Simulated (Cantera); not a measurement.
A closed system holds: 1 mol TiCl₄, 0.45 mol CH₄, equilibrated at 1950 K and 100000 Pa.

Cantera equilibrium calculation (NASA polynomials, part measured and part estimated; ideal gas, pure solids and liquids). Candidate condensed phases: C, C₆H₆, C₇H₈, C₈H₁₈, Ti, TiC, TiCl₂, TiCl₃, TiCl₄; 96 gas species. The tables' values for TiCl₂ are old estimates; treat these amounts as uncertain. TiC: taken at fixed stoichiometry. The numbers say what is thermodynamically allowed, not how fast it happens.

Base state: HCl 0.505, TiCl₃ 0.249, H₂ 0.130, TiCl₄ 0.109, TiCl₂ 0.00464, Cl 0.00120, H 0.000413, C₂H₂ (acetylene) 7.10e-5 (mole fractions); condensed: C(graphite) + TiC(s).

What changes in the equilibrium state with this change: CH₄ from 0.45 to 1.8 mol?


| species | before | after |
|---|---|---|
| HCl | 0.505 | 0.528 |
| H₂ | 0.130 | 0.403 |
| TiCl₃ | 0.249 | 0.0521 |
| TiCl₄ | 0.109 | 0.0136 |
| CH₄ | 8.22e-6 | 7.91e-5 |
| C₂H₂ (acetylene) | 7.10e-5 | 0.000220 |
| TiCl₂ | 0.00464 | 0.00163 |
| H | 0.000413 | 0.000728 |
| C(graphite), mol | 0.304 | 1.16 |
| TiC(s), mol | 0.146 | 0.637 |
